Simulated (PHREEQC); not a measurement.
# City or well water: an equilibrium model

Model water analysis in mg/L, 25 °C, pH 7.85, pe 2.6: Na 24.2; K 3.78; Ca 5; Mg 14.9; Cl 23.2; S(6) as SO4 16; Alkalinity as HCO3 96.1; Fe(2) 2.83; Mn(2) 0.44; B 0.0133.

Na is adjusted to close the charge balance.
Valence states are taken as typed.

Computed with PHREEQC (ion-association model, phreeqc.dat).

Precipitation was switched off in this run.

Problem. Predict the specific conductance.

Solution. specific conductance 259 µS/cm.

Problem. In which forms is Ca present?

Solution. Ca+2 96 %, CaSO4 1.6 %, CaHCO3+ 1.5 %, CaCO3 0.6 % of the Ca.

Saturation is exceeded, for instance for Siderite, Rhodochrosite; the values hold only as long as no solid forms.
